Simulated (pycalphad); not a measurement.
All values are pycalphad results on the COST 507 light-alloy database (1999) (1 atm), not direct measurements. The data set is of 1999 and partly superseded. Diffusion is slow at the low end, where real alloys seldom reach equilibrium.

## Ti-1.14Hf-1.38B (at.%): equilibrium cooling sequence

| T (K) | phases above | phases below |
|---|---|---|
| 1909.2 | LIQUID | BCC_A2 + LIQUID |
| 1814.2 | BCC_A2 + LIQUID | BCC_A2 + BM |
| 1147.7 | BCC_A2 + BM | BCC_A2 + BM + HCP_A3 |
| 1144.9 | BCC_A2 + BM + HCP_A3 | BM + HCP_A3 |

Changes were sought between steps of 100 K, so a narrower field can be missed.

Database names, with the compositions (at.%) that they take in these runs: BM: Ti 50 B 50. BCC_A2 is bcc; HCP_A3 is hcp.
